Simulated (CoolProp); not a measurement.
Computed with CoolProp (reference Helmholtz-energy equation of state, Lemmon 2006). It is a short technical equation, of lower accuracy than the large ones.

For C2F6 (R116), give the phase and the expansivity (1/kK), Prandtl number at -14.85 °C and 5.08 bar; -14.85 °C and 20.3 bar; -14.85 °C and 35.6 bar.


- -14.85 °C and 5.08 bar: gas; expansivity 5.33, Prandtl number 0.760
- -14.85 °C and 20.3 bar: liquid; expansivity 5.83, Prandtl number 3.41
- -14.85 °C and 35.6 bar: liquid; expansivity 5.05, Prandtl number 3.41

Viscosity comes from a separate model (Huber 2003), an estimate that may be off by 10 % or more. Thermal conductivity comes from a separate model (Huber 2003), an estimate that may be off by 10 % or more.
